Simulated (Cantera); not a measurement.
# Adiabatic ignition

An adiabatic, constant-pressure homogeneous reactor starts with CH₄ : O₂ : N₂ = 1 : 1.43 : 5.37 (molar parts), at 1223 K and 10.0 bar.

Detailed kinetics in Cantera: GRI-Mech 3.0 (53 species, 325 reactions).

```json
[
 {"t (s)": "7.00e-6", "T (K)": "1223", "x CH₄": "0.128", "x O₂": "0.183", "x CH₂": "<1e-12", "x HCO": "<1e-12", "x N₂O": "<1e-12", "x C₂H": "<1e-12"},
 {"t (s)": "2.19e-5", "T (K)": "1223", "x CH₄": "0.128", "x O₂": "0.183", "x CH₂": "<1e-12", "x HCO": "<1e-12", "x N₂O": "<1e-12", "x C₂H": "<1e-12"},
 {"t (s)": "6.87e-5", "T (K)": "1223", "x CH₄": "0.128", "x O₂": "0.183", "x CH₂": "<1e-12", "x HCO": "<1e-12", "x N₂O": "3.80e-12", "x C₂H": "<1e-12"},
 {"t (s)": "0.000215", "T (K)": "1223", "x CH₄": "0.128", "x O₂": "0.183", "x CH₂": "<1e-12", "x HCO": "1.43e-11", "x N₂O": "2.49e-11", "x C₂H": "<1e-12"},
 {"t (s)": "0.000675", "T (K)": "1224", "x CH₄": "0.128", "x O₂": "0.183", "x CH₂": "1.19e-12", "x HCO": "1.06e-10", "x N₂O": "1.27e-10", "x C₂H": "<1e-12"},
 {"t (s)": "0.00211", "T (K)": "1228", "x CH₄": "0.127", "x O₂": "0.183", "x CH₂": "6.63e-12", "x HCO": "1.08e-9", "x N₂O": "9.41e-10", "x C₂H": "<1e-12"},
 {"t (s)": "0.00662", "T (K)": "2675", "x CH₄": "1.29e-11", "x O₂": "0.000178", "x CH₂": "1.90e-12", "x HCO": "3.49e-7", "x N₂O": "1.27e-7", "x C₂H": "<1e-12"},
 {"t (s)": "0.0208", "T (K)": "2675", "x CH₄": "1.29e-11", "x O₂": "0.000178", "x CH₂": "1.90e-12", "x HCO": "3.49e-7", "x N₂O": "1.28e-7", "x C₂H": "<1e-12"},
 {"t (s)": "0.0650", "T (K)": "2675", "x CH₄": "1.29e-11", "x O₂": "0.000178", "x CH₂": "1.90e-12", "x HCO": "3.49e-7", "x N₂O": "1.28e-7", "x C₂H": "<1e-12"},
 {"t (s)": "0.204", "T (K)": "2675", "x CH₄": "1.29e-11", "x O₂": "0.000178", "x CH₂": "1.90e-12", "x HCO": "3.49e-7", "x N₂O": "1.28e-7", "x C₂H": "<1e-12"},
 {"t (s)": "0.638", "T (K)": "2675", "x CH₄": "1.29e-11", "x O₂": "0.000178", "x CH₂": "1.90e-12", "x HCO": "3.49e-7", "x N₂O": "1.28e-7", "x C₂H": "<1e-12"},
 {"t (s)": "2.00", "T (K)": "2675", "x CH₄": "1.29e-11", "x O₂": "0.000178", "x CH₂": "1.90e-12", "x HCO": "3.49e-7", "x N₂O": "1.28e-7", "x C₂H": "<1e-12"}
]
```
x: mole fraction; the columns are a selection and need not sum to one.

The time of steepest temperature rise comes out as 4.26 ms and the temperature at 2.00 s is 2675 K. The equilibrium temperature comes out as 2675 K, the x(CH₄) at 2.00 s is 1.29e-11 (gas-phase equilibrium 1.47e-11) and the x(O₂) at 2.00 s is 0.000178 (gas-phase equilibrium 0.000178). The x(CH₂) at 2.00 s is 1.90e-12 (gas-phase equilibrium 2.07e-12).
